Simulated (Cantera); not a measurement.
Input (Python, Cantera):

```python
import numpy as np
import cantera as ct

gas = ct.Solution("h2o2.yaml")
gas.TPX = 1125, 1333, {'H2': 0.045, 'O2': 1}
reactor = ct.IdealGasConstPressureReactor(gas, energy="off", clone=False)
net = ct.ReactorNet([reactor])
net.rtol, net.atol = 1e-08, 1e-18
show = ['H2', 'O2', 'H2O', 'HO2', 'H']
times = np.geomspace(9e-05, 200, 14)

steps = ct.SolutionArray(gas, extra=["t"])
rows = []
print(f"{'t/s':>10s}{'T/K':>9s}{'P/Pa':>11s}" + "".join(f"{s:>11s}" for s in show))
for t in times:
    while net.time < t:
        t_next = net.step()
        steps.append(gas.state, t=t_next)
    rows.append([np.interp(t, steps.t, y) for y in (steps.T, steps.P, *steps(*show).X.T)])
    print(f"{t:10.3e}{rows[-1][0]:9.1f}{rows[-1][1]:11.4g}" + "".join(f"{x:11.3e}" for x in rows[-1][2:]))
rate = np.gradient(steps.T, steps.t)
print("integrator steps:", len(steps.t))
if steps.T.max() > steps.T[0] + 200:
    print(f"time of steepest temperature rise: {steps.t[rate.argmax()]:.4e} s")
gas.TPX = 1125, 1333, {'H2': 0.045, 'O2': 1}
gas.equilibrate("TP")
print(f"equilibrium (TP): T = {gas.T:.1f} K  " + "  ".join(f"{s} {gas[s].X[0]:.3e}" for s in show))
```

Output:

```
       t/s      T/K       P/Pa         H2         O2        H2O        HO2          H
 9.000e-05   1125.0       1333  4.306e-02  9.569e-01  1.191e-10  7.505e-10  5.024e-10
 2.770e-04   1125.0       1333  4.306e-02  9.569e-01  2.268e-09  2.319e-09  1.740e-09
 8.525e-04   1125.0       1333  4.306e-02  9.569e-01  8.923e-08  7.510e-09  3.031e-08
 2.624e-03   1125.0       1333  4.250e-02  9.565e-01  4.134e-04  1.426e-06  1.296e-04
 8.074e-03   1125.0       1333  6.671e-04  9.276e-01  3.832e-02  3.972e-06  6.163e-03
 2.485e-02   1125.0       1333  3.945e-04  9.387e-01  4.081e-02  3.505e-06  2.907e-03
 7.648e-02   1125.0       1333  1.301e-04  9.504e-01  4.296e-02  2.385e-06  5.304e-04
 2.354e-01   1125.0       1333  2.114e-05  9.550e-01  4.374e-02  9.701e-07  3.492e-05
 7.244e-01   1125.0       1333  2.694e-06  9.558e-01  4.393e-02  2.437e-07  1.640e-06
 2.229e+00   1125.0       1333  3.976e-07  9.559e-01  4.398e-02  5.127e-08  9.610e-08
 6.861e+00   1125.0       1333  7.568e-08  9.560e-01  4.400e-02  1.189e-08  8.196e-09
 2.112e+01   1125.0       1333  1.781e-08  9.560e-01  4.400e-02  3.797e-09  9.529e-10
 6.499e+01   1125.0       1333  4.872e-09  9.560e-01  4.401e-02  2.499e-09  1.378e-10
 2.000e+02   1125.0       1333  1.623e-09  9.560e-01  4.401e-02  3.136e-09  2.667e-11
integrator steps: 2456
equilibrium (TP): T = 1125.0 K  H2 9.459e-10  O2 9.560e-01  H2O 4.401e-02  HO2 3.870e-09  H 1.191e-11
```

Computed with Cantera and the H2/O2 subset of GRI-Mech 3.0, which has no nitrogen chemistry. Radical loss at walls, strong at low pressure, is not modelled. The temperature is held fixed by assumption; the heat of reaction is taken as removed at once.
